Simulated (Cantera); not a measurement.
Input (Python, Cantera) and output of one run.

```python
import numpy as np
import cantera as ct

gas_names = [...]  # 113 gases of nasa_gas.yaml made of C, Cu, H, O
cond_names = """
    C(gr) C6H6(L) C7H8(L) C8H18(L),n-octa Cu(cr) Cu(L) CuO(s) CuO2H2(s) Cu2O(s) Cu2O(L) H2O(s) H2O(L)
""".split()


# ... load() reads the species with a 1 bar reference pressure and builds the phases ...
atoms = {
    'CuO': {'Cu': 1, 'O': 1},
    'CO': {'C': 1, 'O': 1},
    'H2': {'H': 2},
}
top_T = {'C(gr)': 4500, 'CuO(s)': 1390}  # K; cautious upper limits of use, not melting points


# ... equilibrate(T, P, feed) seeds the gas with the atoms and calls Mixture.equilibrate('TP', solver="vcs", rtol=1e-11, max_steps=5000) ...
results = []
feed = {'CuO': 1, 'CO': 7, 'H2': 4.1}  # mol
T = 2500  # K
P = 130000  # Pa
mix = equilibrate(T, P, feed)
results.append((T, P, feed, dict(zip(mix.species_names, mix.species_moles))))
x = sorted(zip(gas.X, gas.species_names), reverse=True)
print(f"T = {T:g} K  P = {P:g} Pa  gas = {mix.phase_moles(0):.4g} mol")
print("   x: " + "  ".join(f"{s} {v:.3e}" for v, s in x if v > 1e-06))
print("   condensed (mol): " + ("  ".join(f"{mix.phase(i).name} {mix.phase_moles(i):.4g}"
      for i in range(1, mix.n_phases) if mix.phase_moles(i) > 1e-12) or "none"))
```

It prints:

```
T = 2500 K  P = 130000 Pa  gas = 12.16 mol
   x: CO 5.551e-01  H2 2.698e-01  Cu 8.068e-02  H2O 6.130e-02  CO2 2.035e-02  H 1.145e-02  Cu2 7.602e-04  OH 5.393e-04  O 1.506e-05  CuO 7.861e-06  O2 1.405e-06  HCO 1.185e-06
   condensed (mol): none
```

These are equilibrium values from Cantera (NASA tables, ideal gas, pure condensed phases), not measurements of a reactor.
